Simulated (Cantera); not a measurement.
NO annealing gas

A perfectly stirred reactor is fed with NO : N2 = 1 : 7.5 (molar parts), at 1.50 bar; it is held at 1825 K, and followed from long to short residence time.

Cantera simulation using GRI-Mech 3.0 (53 species, 325 reactions); the numbers are that mechanism's predictions, not measurements.

```json
[
 {"τ (s)": "0.74", "x NO": "0.109", "x N2": "0.887", "x N2O": "5.24e-6", "x O2": "0.00443", "x NO2": "5.22e-5", "x O": "9.72e-6"},
 {"τ (s)": "0.36", "x NO": "0.113", "x N2": "0.885", "x N2O": "5.67e-6", "x O2": "0.00224", "x NO2": "4.31e-5", "x O": "7.76e-6"},
 {"τ (s)": "0.18", "x NO": "0.115", "x N2": "0.884", "x N2O": "5.87e-6", "x O2": "0.00113", "x NO2": "3.68e-5", "x O": "6.52e-6"},
 {"τ (s)": "0.088", "x NO": "0.116", "x N2": "0.883", "x N2O": "5.96e-6", "x O2": "0.000546", "x NO2": "3.25e-5", "x O": "5.74e-6"},
 {"τ (s)": "0.043", "x NO": "0.117", "x N2": "0.883", "x N2O": "5.95e-6", "x O2": "0.000258", "x NO2": "2.97e-5", "x O": "5.24e-6"},
 {"τ (s)": "0.021", "x NO": "0.117", "x N2": "0.882", "x N2O": "5.84e-6", "x O2": "0.000117", "x NO2": "2.74e-5", "x O": "4.85e-6"},
 {"τ (s)": "0.010", "x NO": "0.117", "x N2": "0.882", "x N2O": "5.57e-6", "x O2": "4.70e-5", "x NO2": "2.45e-5", "x O": "4.36e-6"},
 {"τ (s)": "0.0051", "x NO": "0.118", "x N2": "0.882", "x N2O": "5.12e-6", "x O2": "1.78e-5", "x NO2": "2.06e-5", "x O": "3.71e-6"},
 {"τ (s)": "0.0025", "x NO": "0.118", "x N2": "0.882", "x N2O": "4.36e-6", "x O2": "4.80e-6", "x NO2": "1.47e-5", "x O": "2.72e-6"},
 {"τ (s)": "0.0012", "x NO": "0.118", "x N2": "0.882", "x N2O": "3.32e-6", "x O2": "8.54e-7", "x NO2": "8.14e-6", "x O": "1.61e-6"},
 {"τ (s)": "0.00060", "x NO": "0.118", "x N2": "0.882", "x N2O": "2.27e-6", "x O2": "1.39e-7", "x NO2": "3.88e-6", "x O": "8.70e-7"}
]
```
x: mole fraction; the columns are a selection and need not sum to one.
